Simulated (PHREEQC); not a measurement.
A solution holds 0.0086 mol Cd(NO3)2, 0.083 mol MgCl2 and 0.0059 mol CO2 per kg of water, at 20 °C. Closed to the air; pH follows from the charge balance.

Equilibrium calculation in PHREEQC: ion-association model, phreeqc.dat.

No solid was allowed to form.

**Question.** Order these Cd species by the share of Cd that they hold, largest first: CdNO3+, CdCl+, CdCl2, CdCl3-, Cd+2.

**Answer.** CdCl+ (63 %), CdCl2 (20 %), Cd+2 (15 %), CdCl3- (1.8 %), CdNO3+ (0.21 %)

**Question.** Order these Cl species by the share of Cl that they hold, largest first: CdCl2, CdCl3-, Cl-, CdCl+.

**Answer.** Cl- (94 %), CdCl+ (3.3 %), CdCl2 (2.0 %), CdCl3- (0.28 %)

The pH is 4.22 and the ionic strength 0.258 mol/kgw.
